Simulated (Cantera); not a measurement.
Charge: 1 mol Si, 5 mol HCl, 4.4 mol H₂, equilibrated at 1200 K and 10000 Pa.

Equilibrium computed with Cantera from the NASA thermochemical tables; the gas is ideal and each condensed phase is pure. Candidate condensed phases: Si; 19 gas species. The tables' values for SiCl₃ are old estimates; treat these amounts as uncertain. Equilibrium is a limit: real reactors are often held back by kinetics, nucleation or transport.

Base state: H₂ 0.735, HCl 0.147, SiCl₄ 0.0937, SiHCl₃ 0.0127, SiCl₃ 0.00692, SiCl₂ 0.00448, SiH₂Cl₂ 0.000226 (mole fractions); condensed: gas only.

**Question.** What changes in the equilibrium state with this change: HCl from 5 to 2.1 mol?

**Answer.** 
```csv
species,before,after
H₂,0.735,0.852
HCl,0.147,0.0665
SiCl₄,0.0937,0.0452
SiCl₂,0.00448,0.0123
SiHCl₃,0.0127,0.0157
SiH₂Cl₂,0.000226,0.000718
SiCl₃,0.00692,0.00795
"Si(s), mol",0,0.501
```
